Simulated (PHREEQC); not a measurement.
**Sulfide liquor: speciation**

Consider water at 70 °C with 0.0048 mol/kgw H2S and 0.16 mol/kgw FeCl2. Closed to the air; pH follows from the charge balance.

All values are PHREEQC results (ion-association model, phreeqc.dat), not measurements.

This is a speciation only: nothing precipitates in the calculation.

Task: Estimate the pH, activity of water.

Result: pH 3.39; activity of water 0.992.

Task: In which forms is Fe present?

Result: Fe+2 92 %, FeCl+ 8.0 % of the Fe.

At this temperature some constants are extrapolated from 25 °C, and those without enthalpy data are left unchanged.
